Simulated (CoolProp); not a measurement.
A closed Brayton cycle with nitrogen: compressor inlet 332.15 K and 6.4 MPa, high pressure 11.9 MPa, turbine inlet 785 K, compressor efficiency 0.89, turbine efficiency 0.9, recuperator effectiveness 0.9 (on enthalpy, no pinch check). Each further row changes one setting.

Model: reference Helmholtz-energy equation of state, Span 2000, in CoolProp.

```json
[
 {"case": "as stated", "thermal efficiency (%)": "29.8", "net work (kJ/kg)": "46.9", "compressor to turbine work": "0.62", "compressor exit (K)": "405.6", "turbine exit (K)": "676.3"},
 {"case": "turbine inlet 735 K", "thermal efficiency (%)": "…", "net work (kJ/kg)": "39.0", "compressor to turbine work": "0.66", "compressor exit (K)": "405.6", "turbine exit (K)": "…"},
 {"case": "compressor inlet 342.15 K", "thermal efficiency (%)": "…", "net work (kJ/kg)": "44.5", "compressor to turbine work": "…", "compressor exit (K)": "…", "turbine exit (K)": "676.3"},
 {"case": "high pressure 10.1 MPa", "thermal efficiency (%)": "28.9", "net work (kJ/kg)": "37.9", "compressor to turbine work": "…", "compressor exit (K)": "384.9", "turbine exit (K)": "…"},
 {"case": "recuperator effectiveness 0.5", "thermal efficiency (%)": "…", "net work (kJ/kg)": "46.9", "compressor to turbine work": "0.62", "compressor exit (K)": "405.6", "turbine exit (K)": "676.3"}
]
```

### Question
What belongs in the gaps?

### Answer

- turbine inlet 735 K, thermal efficiency (%): 27.0
- turbine inlet 735 K, turbine exit (K): 632.1
- compressor inlet 342.15 K, thermal efficiency (%): 28.5
- compressor inlet 342.15 K, compressor to turbine work: 0.64
- compressor inlet 342.15 K, compressor exit (K): 417.7
- high pressure 10.1 MPa, compressor to turbine work: 0.59
- high pressure 10.1 MPa, turbine exit (K): 703.5
- recuperator effectiveness 0.5, thermal efficiency (%): 17.0
